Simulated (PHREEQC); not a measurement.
Consider water at 25 °C with 0.83 mol/kgw MgCl2, 0.44 mol/kgw MgSO4 and 0.34 mol/kgw LiCl. Closed to the air; pH follows from the charge balance.

Computed with PHREEQC (Pitzer model, pitzer.dat).

Precipitation was switched off in this run.

### Question
Estimate the activity of water, osmotic coefficient, density.

### Answer
activity of water 0.921; osmotic coefficient 1.122; density 1.113 g/cm³.
